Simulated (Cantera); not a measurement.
Input (Python, Cantera):

```python
import numpy as np
import cantera as ct

surf = ct.Interface("ptcombust.yaml", "Pt_surf")
gas = surf.adjacent["gas"]
gas.TPX = 798, 500000, {'CO': 0.0065, 'O2': 0.08, 'N2': 0.79}
surf.TP = 798, 500000
reactor = ct.FlowReactor(gas, clone=False)
reactor.area = 0.0001  # m2
reactor.surface_area_to_volume_ratio = 1100  # 1/m
reactor.mass_flow_rate = 0.82 * reactor.area * gas.density  # inlet velocity 0.82 m/s
reactor.energy_enabled = False
wall = ct.ReactorSurface(surf, reactor, clone=False)
net = ct.ReactorNet([reactor])
net.rtol, net.atol = 1e-8, 1e-16
show, cover = ['CO', 'O2', 'H2O', 'CO2'], ['PT(S)', 'H(S)', 'O(S)', 'OH(S)', 'CO(S)', 'C(S)']

rows = []
print(f"{'z/m':>9s}{'u/(m/s)':>9s}" + "".join(f"{s:>13s}" for s in show + cover))
for z in [5.4e-05, 9.6e-05, 0.00017, 0.0003, 0.00054, 0.00096, 0.0017, 0.003, 0.0054]:
    net.advance(z)
    rows.append([reactor.speed, *gas[show].X, *surf[cover].coverages])
    print(f"{z:9.4g}{rows[-1][0]:9.3g}" + "".join(f"{x:13.4e}" for x in rows[-1][1:]))
```

Result:

```
      z/m  u/(m/s)           CO           O2          H2O          CO2        PT(S)         H(S)         O(S)        OH(S)        CO(S)         C(S)
  5.4e-05    0.819   4.7966e-03   9.0078e-02  -3.2803e-29   2.6290e-03   6.5794e-02   1.9024e-23   9.1926e-01   3.8907e-18   1.4951e-02   3.3727e-15
  9.6e-05    0.819   4.5343e-03   8.9958e-02  -3.8266e-29   2.8923e-03   4.9798e-02   1.1872e-23   9.4229e-01   2.2249e-18   7.9075e-03   1.3171e-15
  0.00017    0.819   4.2509e-03   8.9829e-02  -2.7716e-29   3.1768e-03   4.1693e-02  -6.2816e-22   9.5317e-01   6.9205e-19   5.1399e-03   7.0863e-16
   0.0003    0.819   3.9140e-03   8.9675e-02   7.0881e-30   3.5149e-03   3.6027e-02   1.3091e-24   9.6046e-01   9.0016e-19   3.5082e-03   4.1477e-16
  0.00054    0.818   3.4878e-03   8.9481e-02   8.7567e-29   3.9427e-03   3.1480e-02   4.5065e-24   9.6615e-01   1.7356e-18   2.3734e-03   2.4375e-16
  0.00096    0.818   2.9822e-03   8.9250e-02   4.0629e-29   4.4502e-03   2.7900e-02   2.3062e-24   9.7051e-01   1.3715e-18   1.5872e-03   1.4382e-16
   0.0017    0.818   2.3944e-03   8.8982e-02   6.6844e-29   5.0401e-03   2.5013e-02   4.8863e-26   9.7397e-01   9.5913e-19   1.0208e-03   8.2625e-17
    0.003    0.818   1.7485e-03   8.8687e-02  -5.5721e-29   5.6884e-03   2.2718e-02  -1.8774e-24   9.7667e-01  -1.2702e-18   6.1330e-04   4.4965e-17
   0.0054    0.817   1.0760e-03   8.8381e-02   9.1661e-29   6.3635e-03   2.0915e-02   6.3520e-22   9.7877e-01  -6.3652e-17   3.1921e-04   2.1500e-17
```

Computed with Cantera and Deutschmann's 1995 Pt surface mechanism with GRI-Mech 3.0 gas chemistry. Catalytic surfaces can have several steady states; this one follows from the mechanism file's or the stated starting coverage. Mass transfer to the wall is taken as infinitely fast.
